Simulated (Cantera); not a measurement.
# Si + O2 + H2 (thermal oxidation and active oxidation of silicon)

Charge: 1 mol Si, 2.1 mol O2, 1.3 mol H2, at 1.33 mbar.

Equilibrium computed with Cantera from the NASA thermochemical tables; the gas is ideal and each condensed phase is pure. Candidate condensed phases: H2O, Si, SiO2; 18 gas species. The tables hold silica as quartz up to 1696 K and as liquid above; real silica turns to tridymite and cristobalite and melts near 1996 K. Rates play no part.

From 1227 °C to 1402 °C the condensed part is SiO2(β-quartz). At 1427 °C the condensed part is SiO2(condensed).

```
T (°C)  log p H2O  log p O2  log p OH  log p H2  log p O  log p H  log p SiO2  log p HO2  n SiO2(β-quartz)  n SiO2(condensed)
------  ---------  --------  --------  --------  -------  -------  ----------  ---------  ----------------  -----------------
1227        -3.00     -3.47     -5.81     -7.00    -7.12    -8.25      -11.67      -9.80              1.00                  0
1252        -3.00     -3.47     -5.71     -6.85    -6.98    -8.05      -11.33      -9.73              1.00                  0
1277        -3.01     -3.47     -5.62     -6.71    -6.84    -7.86      -11.01      -9.65              1.00                  0
1302        -3.01     -3.47     -5.54     -6.58    -6.70    -7.67      -10.69      -9.58              1.00                  0
1327        -3.01     -3.47     -5.45     -6.45    -6.57    -7.49      -10.38      -9.51              1.00                  0
1352        -3.01     -3.47     -5.37     -6.32    -6.44    -7.31      -10.09      -9.45              1.00                  0
1377        -3.01     -3.47     -5.29     -6.20    -6.32    -7.14       -9.80      -9.38              1.00                  0
1402        -3.01     -3.47     -5.21     -6.08    -6.20    -6.98       -9.52      -9.32             1.000                  0
1427        -3.01     -3.47     -5.14     -5.97    -6.08    -6.82       -9.25      -9.26                 0              1.000
```
log p: log10 of the partial pressure in bar; n: condensed amount in mol.
